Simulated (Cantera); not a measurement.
Standard-state values (1 bar) from the NASA 1993 polynomials, evaluated with Cantera. Values are per mole of reaction as written; species without (g) are pure solids or liquids, kept so even where they would boil at 1 bar. TaC: taken at fixed stoichiometry.

Problem. Between 300 and 2073 K, where is each reaction favourable under standard conditions?
- 4 H₂O₂(g) + 4 TaC ⇌ 4 TaO₂(g) + C₂H₂(g) + C₂H₆(g)

Solution. 
- 4 H₂O₂(g) + 4 TaC ⇌ 4 TaO₂(g) + C₂H₂(g) + C₂H₆(g): ΔG° is 330 kJ at 300 K and -358 kJ at 2073 K; it changes sign between 300 and 1373 K. ΔH° is 378 kJ and ΔS° 355 J/K at 2073 K.
